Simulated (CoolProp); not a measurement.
The numbers come from the reference Helmholtz-energy equation of state, de Vries 1995 in CoolProp.

Task: For R124, give the phase and the density (kg/m³), speed of sound (m/s) at 212.3 K and 4 MPa.

Result: 
- 212.3 K and 4 MPa: liquid; density 1620, speed of sound 898
